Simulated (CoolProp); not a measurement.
Vapour-liquid equilibrium of isohexane (1) + n-hexane (2) at 325.3 K; x and y are mole fractions of (1).

Computed with CoolProp (multi-fluid Helmholtz-energy mixture model, Lemmon 2006 and Thol 2019; pair parameters Bell 2016).

| x | bubble pressure (kPa) | y at the bubble point | dew pressure at overall composition x (kPa) | liquid density (mol/L) |
|---|---|---|---|---|
| 0.05 | ___ | 0.066 | 59.17 | 7.301 |
| 0.2 | 62.60 | ___ | 61.69 | ___ |
| 0.35 | 65.69 | 0.418 | 64.39 | 7.276 |
| 0.5 | 68.68 | 0.570 | 67.28 | 7.264 |
| 0.65 | 71.56 | 0.708 | ___ | 7.253 |
| 0.8 | 74.32 | 0.838 | 73.51 | 7.242 |
| 0.95 | ___ | 0.960 | 76.74 | ___ |

Question: Some entries are withheld; supply them.

Answer: 
- 0.05, bubble pressure (kPa): 59.43
- 0.2, y at the bubble point: 0.252
- 0.2, liquid density (mol/L): 7.288
- 0.65, dew pressure at overall composition x (kPa): 70.33
- 0.95, bubble pressure (kPa): 76.96
- 0.95, liquid density (mol/L): 7.232

No azeotrope shows between x = 0.05 and 0.95.

The pair parameters rest on a limited set of measurements; away from them the model extrapolates.
